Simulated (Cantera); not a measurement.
An adiabatic, constant-volume homogeneous reactor starts with 12.0 % CH4, 18.5 % O2, 69.5 % N2, equivalence ratio 1.3, at 1025 K and 5.90 bar.

Computed with Cantera and GRI-Mech 3.0 (53 species, 325 reactions).

Q: Predict: time of steepest temperature rise; temperature at 0.400 s; equilibrium temperature; x(O2) at 0.400 s; x(CO2) at 0.400 s; x(O) at 0.400 s.

A: 
```json
{
 "time_of_steepest_temperature_rise": "0.109 s",
 "temperature at 0.400 s": "2895 K",
 "equilibrium_temperature": "2895 K",
 "x(O2) at 0.400 s": "0.00111 (gas-phase equilibrium 0.00111)",
 "x(CO2) at 0.400 s": "0.0432 (gas-phase equilibrium 0.0432)",
 "x(O) at 0.400 s": "0.000620 (gas-phase equilibrium 0.000620)"
}
```
